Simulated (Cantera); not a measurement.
An isothermal, constant-pressure homogeneous reactor starts with 0.177 % CO, 2.98 % O2, 3.72 % H2O, 93.1 % N2, equivalence ratio 0.030, at 900 K and 120 Torr.

Computed with Cantera and GRI-Mech 3.0 (53 species, 325 reactions).

x: mole fraction; the columns are a selection and need not sum to one.

| t (s) | x CO | x O2 | x H2O | x NO | x H | x N2O | x H2 |
|---|---|---|---|---|---|---|---|
| 1.00e-6 | 0.00177 | 0.0298 | 0.0372 | <1e-12 | <1e-12 | <1e-12 | <1e-12 |
| 3.05e-6 | 0.00177 | 0.0298 | 0.0372 | <1e-12 | <1e-12 | <1e-12 | <1e-12 |
| 9.32e-6 | 0.00177 | 0.0298 | 0.0372 | <1e-12 | <1e-12 | <1e-12 | <1e-12 |
| 2.85e-5 | 0.00177 | 0.0298 | 0.0372 | <1e-12 | <1e-12 | <1e-12 | <1e-12 |
| 8.69e-5 | 0.00177 | 0.0298 | 0.0372 | <1e-12 | <1e-12 | <1e-12 | <1e-12 |
| 0.000265 | 0.00177 | 0.0298 | 0.0372 | <1e-12 | <1e-12 | <1e-12 | <1e-12 |
| 0.000809 | 0.00177 | 0.0298 | 0.0372 | <1e-12 | <1e-12 | <1e-12 | <1e-12 |
| 0.00247 | 0.00177 | 0.0298 | 0.0372 | <1e-12 | <1e-12 | <1e-12 | <1e-12 |
| 0.00754 | 0.00177 | 0.0298 | 0.0372 | <1e-12 | <1e-12 | <1e-12 | <1e-12 |
| 0.0230 | 0.00177 | 0.0298 | 0.0372 | <1e-12 | 2.97e-12 | <1e-12 | 1.62e-12 |
| 0.0703 | 0.00177 | 0.0298 | 0.0372 | <1e-12 | 1.05e-10 | <1e-12 | 9.88e-11 |
| 0.215 | 0.00173 | 0.0298 | 0.0372 | <1e-12 | 6.03e-7 | 1.77e-10 | 2.26e-6 |
| 0.655 | … | 0.0294 | 0.0372 | 2.78e-11 | … | … | … |
| 2.00 | 0.000322 | 0.0291 | 0.0373 | 3.88e-11 | 9.84e-8 | 7.45e-9 | 4.76e-6 |

Q: What belongs in the gaps?

A: 
- 0.655, x CO: 0.000984
- 0.655, x H: 5.49e-7
- 0.655, x N2O: 3.54e-9
- 0.655, x H2: 1.57e-5
